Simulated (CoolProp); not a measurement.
CH3F (R41) along the isotherm 425 K: density (kg/m³) from the reference equation and from simpler models built on Tc = 317.3 K, pc = 5906 kPa, ω = 0.200; each cubic takes its own stable root.

The numbers come from the reference Helmholtz-energy equation of state, Lemmon 2006 in CoolProp. It is a short technical equation, of lower accuracy than the large ones.

```json
[
 {"p (kPa)": "93.4", "phase": "gas", "reference": "0.9017", "van der Waals": "0.9016", "Redlich-Kwong": "0.9016", "Soave-Redlich-Kwong": "0.9012", "Peng-Robinson": "0.9016"},
 {"p (kPa)": "145", "phase": "gas", "reference": "1.402", "van der Waals": "1.401", "Redlich-Kwong": "1.401", "Soave-Redlich-Kwong": "1.401", "Peng-Robinson": "1.402"},
 {"p (kPa)": "226", "phase": "gas", "reference": "2.189", "van der Waals": "2.189", "Redlich-Kwong": "2.188", "Soave-Redlich-Kwong": "2.187", "Peng-Robinson": "2.189"},
 {"p (kPa)": "353", "phase": "gas", "reference": "3.430", "van der Waals": "3.429", "Redlich-Kwong": "3.429", "Soave-Redlich-Kwong": "3.424", "Peng-Robinson": "3.430"},
 {"p (kPa)": "549", "phase": "gas", "reference": "5.361", "van der Waals": "5.359", "Redlich-Kwong": "5.358", "Soave-Redlich-Kwong": "5.346", "Peng-Robinson": "5.360"},
 {"p (kPa)": "855", "phase": "gas", "reference": "8.414", "van der Waals": "8.409", "Redlich-Kwong": "8.407", "Soave-Redlich-Kwong": "8.377", "Peng-Robinson": "8.411"},
 {"p (kPa)": "1330", "phase": "gas", "reference": "13.25", "van der Waals": "13.24", "Redlich-Kwong": "13.23", "Soave-Redlich-Kwong": "13.16", "Peng-Robinson": "13.24"},
 {"p (kPa)": "2070", "phase": "gas", "reference": "21.02", "van der Waals": "21.01", "Redlich-Kwong": "20.98", "Soave-Redlich-Kwong": "20.79", "Peng-Robinson": "20.99"},
 {"p (kPa)": "3230", "phase": "gas", "reference": "33.81", "van der Waals": "33.86", "Redlich-Kwong": "33.73", "Soave-Redlich-Kwong": "33.22", "Peng-Robinson": "33.72"},
 {"p (kPa)": "5020", "phase": "gas", "reference": "55.13", "van der Waals": "55.53", "Redlich-Kwong": "54.98", "Soave-Redlich-Kwong": "53.56", "Peng-Robinson": "54.80"},
 {"p (kPa)": "7820", "phase": "supercritical", "reference": "92.72", "van der Waals": "95.13", "Redlich-Kwong": "92.44", "Soave-Redlich-Kwong": "88.21", "Peng-Robinson": "91.27"},
 {"p (kPa)": "12200", "phase": "supercritical", "reference": "162.3", "van der Waals": "172.3", "Redlich-Kwong": "160.5", "Soave-Redlich-Kwong": "147.7", "Peng-Robinson": "155.0"},
 {"p (kPa)": "19000", "phase": "supercritical", "reference": "282.7", "van der Waals": "269.6", "Redlich-Kwong": "263.6", "Soave-Redlich-Kwong": "237.9", "Peng-Robinson": "253.0"},
 {"p (kPa)": "29500", "phase": "supercritical", "reference": "418.8", "van der Waals": "336.9", "Redlich-Kwong": "365.6", "Soave-Redlich-Kwong": "338.2", "Peng-Robinson": "364.4"}
]
```
